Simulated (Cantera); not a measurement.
Feed: 1 mol V, 4.6 mol N2, 4.3 mol H2, at 7.50 Torr.

Cantera equilibrium calculation (NASA polynomials, part measured and part estimated; ideal gas, pure solids and liquids). Candidate condensed phases: V, VN; 11 gas species. VN: taken at fixed stoichiometry. Condensed phases not in the tables: V2N. Rates play no part. All values below are at 1252 °C.

Base state: H2 0.512, N2 0.488, H 0.000169 (mole fractions); condensed: VN(s).

**Question.** What changes in the equilibrium state with this change: V replaced by Cr?

**Answer.** 
```json
[
 {"species": "N2", "before": "0.488", "after": "0.517"},
 {"species": "H2", "before": "0.512", "after": "0.483"},
 {"species": "H", "before": "0.000169", "after": "0.000164"},
 {"species": "Cr", "before": "0", "after": "9.33e-5"},
 {"species": "VN(s), mol", "before": "1.00", "after": "0"},
 {"species": "Cr(s), mol", "before": "0", "after": "0.999"}
]
```
Further candidate phases: Cr, CrN, Cr2N.
